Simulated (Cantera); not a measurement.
Input: 1 mol SiCl4, 0.13 mol O3, 77 mol N2, at 848.15 K and 44.0 Pa.

These are equilibrium values from Cantera (NASA tables, ideal gas, pure condensed phases), not measurements of a reactor. Candidate condensed phases: Si, SiO2, Si2N2O, Si3N4; 23 gas species. Equilibrium is a limit: real reactors are often held back by kinetics, nucleation or transport.

Question: What is the equilibrium state?

Answer: 
- x(N2): 0.985
- x(SiCl4): 0.0103
- x(Cl2): 0.00494
- x(Cl): 9.01e-5
- n(SiO2(β-quartz)): 0.195 mol
- gas amount: 78.20 mol
- log10 activity of Si(s) (absent): -27.92
